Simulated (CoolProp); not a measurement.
A single-stage vapour-compression cycle with the fluid: evaporating at 326.15 K (dew point), condensing at 361.15 K (bubble point), superheat 8 K, subcooling 2 K, compressor efficiency 0.75, no pressure losses. The same conditions are run with several fluids, on thermodynamics alone (safety and materials aside).

Computed with CoolProp (reference Helmholtz-energy equation of state of each fluid (benzene: Thol 2012; tetrahydrofuran: Fiedler 2023; n-perfluorohexane: Gao 2022; R11: Jacobsen 1992; R114: Platzer 1990; dimethyl ether: Wu 2011)). The equations of Platzer and Polt are older, rougher fits.

```json
[
 {"fluid": "benzene", "cooling COP": "6.43", "pressure ratio": "3.17", "discharge temperature (K)": "380.0", "refrigerating effect (kJ/kg)": "361", "volumetric capacity (kJ/m³)": "418"},
 {"fluid": "tetrahydrofuran", "cooling COP": "6.42", "pressure ratio": "3.02", "discharge temperature (K)": "380.8", "refrigerating effect (kJ/kg)": "373", "volumetric capacity (kJ/m³)": "644"},
 {"fluid": "n-perfluorohexane", "cooling COP": "5.25", "pressure ratio": "2.95", "discharge temperature (K)": "361.1", "refrigerating effect (kJ/kg)": "55.7", "volumetric capacity (kJ/m³)": "628"},
 {"fluid": "R11", "cooling COP": "6.22", "pressure ratio": "2.45", "discharge temperature (K)": "377.9", "refrigerating effect (kJ/kg)": "144", "volumetric capacity (kJ/m³)": "1960"},
 {"fluid": "R114", "cooling COP": "5.59", "pressure ratio": "2.29", "discharge temperature (K)": "364.6", "refrigerating effect (kJ/kg)": "86.6", "volumetric capacity (kJ/m³)": "2910"},
 {"fluid": "dimethyl ether", "cooling COP": "5.53", "pressure ratio": "2.13", "discharge temperature (K)": "379.8", "refrigerating effect (kJ/kg)": "277", "volumetric capacity (kJ/m³)": "6840"}
]
```

The compression ends wet for: n-perfluorohexane.
